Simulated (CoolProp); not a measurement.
50 sccm (0 °C, 1 atm) of nitrogen bubbles through liquid m-xylene at 367.6 K and leaves saturated at a total pressure of 0.15 MPa (ideal gas phase). Each further row changes one setting.

The numbers come from the reference Helmholtz-energy equation of state, Zhou 2012 in CoolProp.

```csv
case,vapour pressure (kPa),mole fraction of vapour,delivery (mg/min),delivery (sccm),change of delivery for a bath 1 K warmer (%)
as stated,25.7,0.172,[?],10.4,[?]
bath temperature 372.6 K,[?],[?],[?],[?],4.4
total pressure 0.3 MPa,25.7,[?],22.2,[?],3.9
```

Task: Some entries are withheld; supply them.

Result: 
- as stated, delivery (mg/min): 49.1
- as stated, change of delivery for a bath 1 K warmer (%): 4.3
- bath temperature 372.6 K, vapour pressure (kPa): 30.6
- bath temperature 372.6 K, mole fraction of vapour: 0.204
- bath temperature 372.6 K, delivery (mg/min): 60.7
- bath temperature 372.6 K, delivery (sccm): 12.8
- total pressure 0.3 MPa, mole fraction of vapour: 0.0858
- total pressure 0.3 MPa, delivery (sccm): 4.69
